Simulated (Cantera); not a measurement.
# Equilibrium for chlorosilane synthesis and conversion: Si + Cl2 + H2

Input: 1 mol Si, a varied amount of Cl2, 1.2 mol H2, equilibrated at 1100 K and 0.860 bar.

Method: chemical equilibrium by Gibbs-energy minimisation in Cantera with the NASA 1993 tables (ideal gas, pure condensed phases). Candidate condensed phases: Si; 19 gas species. The tables' values for SiCl3 are old estimates; treat these amounts as uncertain. Kinetics and transport are ignored.

From 0.5 mol Cl2 to 1.7 mol Cl2 the condensed part is Si(s). From 1.9 mol Cl2 to 2.1 mol Cl2 nothing is condensed. The main Si-bearing gas is SiCl4 throughout.

```csv
n(Cl2) (mol),x H2,x SiCl4,x HCl,x SiHCl3,x SiCl3,x SiH2Cl2,n Si(s)
0.5,0.790,0.120,0.0252,0.0556,0.00377,0.00308,0.734
0.73,0.723,0.171,0.0264,0.0691,0.00490,0.00335,0.612
0.97,0.664,0.218,0.0268,0.0795,0.00588,0.00348,0.486
1.2,0.615,0.258,0.0270,0.0869,0.00668,0.00351,0.365
1.4,0.578,0.290,0.0269,0.0919,0.00728,0.00349,0.260
1.7,0.529,0.332,0.0266,0.0974,0.00807,0.00342,0.104
1.9,0.501,0.358,0.0264,0.100,0.00852,0.00335,0
2.1,0.452,0.408,0.114,0.0239,0.00215,0.000168,0
```
x: gas mole fraction; n: condensed amount in mol.
